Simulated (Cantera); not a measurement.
A perfectly stirred reactor is fed with 8.50 % CH₄, 10.6 % O₂, 80.7 % N₂, 0.178 % H₂O, at 1.00 bar; it is adiabatic with a 450 K inlet, and is followed from long to short residence time, starting on the burning branch (τ in s: 0.17, 0.078, 0.035, 0.016, 0.0071, 0.0032, 0.0014, 0.00064, 0.00029, 0.00013, 5.9e-05, 2.6e-05, 1.2e-05).

Detailed kinetics in Cantera: GRI-Mech 3.0 (53 species, 325 reactions).

Q: Predict: blow-out, bracketed by the residence times tried; x(CH₄) at τ = 0.170 s; x(O₂) at τ = 0.170 s; x(HCN) at τ = 0.170 s; x(CH₃) at τ = 0.170 s; x(CH₂) at τ = 0.170 s; x(CH₄) at τ = 1.40 ms; x(O₂) at τ = 1.40 ms.

A: 
```
Property                                                                       Value
------------------------------------------------  ----------------------------------
blow-out, bracketed by the residence times tried  burning at 78.0 ms, out at 35.0 ms
x(CH₄) at τ = 0.170 s                                                        0.00963
x(O₂) at τ = 0.170 s                                                         0.00436
x(HCN) at τ = 0.170 s                                                        1.77e-7
x(CH₃) at τ = 0.170 s                                                        9.76e-5
x(CH₂) at τ = 0.170 s                                                        7.88e-8
x(CH₄) at τ = 1.40 ms                                                         0.0850
x(O₂) at τ = 1.40 ms                                                           0.106
```
